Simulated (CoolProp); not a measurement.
Vapour-liquid equilibrium of propylene (1) + R115 (2) at 198 K; x and y are mole fractions of (1).

Model: multi-fluid Helmholtz-energy mixture model, Lemmon 2013 and Lemmon 2016; pair parameters Bell 2016, in CoolProp.

```csv
x,bubble pressure (MPa),y at the bubble point,dew pressure at overall composition x (MPa),liquid density (mol/L)
0.05,0.01678,0.184,0.01496,10.94
0.125,0.01984,0.358,0.01593,11.18
0.2,0.02222,0.465,0.01703,11.43
0.275,0.02399,0.536,…,…
0.35,0.02524,0.585,0.01968,11.96
0.425,0.02609,0.621,0.02129,12.26
0.5,0.02664,0.648,0.02308,12.57
0.575,…,0.672,0.02498,12.90
0.65,0.02718,…,0.02666,…
0.725,0.02723,0.719,0.02722,13.64
0.8,0.02709,0.752,0.02663,14.04
0.875,0.02658,0.804,0.02561,14.48
0.95,0.02532,0.895,0.02447,14.95
```

### Question
Some entries are withheld; supply them.

### Answer

- 0.275, dew pressure at overall composition x (MPa): 0.01827
- 0.275, liquid density (mol/L): 11.69
- 0.575, bubble pressure (MPa): 0.02698
- 0.65, y at the bubble point: 0.694
- 0.65, liquid density (mol/L): 13.26

y crosses x between x = 0.65 and 0.725: the model has an azeotrope there.

Pair parameters are fitted to limited data, so mixtures are less certain than the pure fluids.
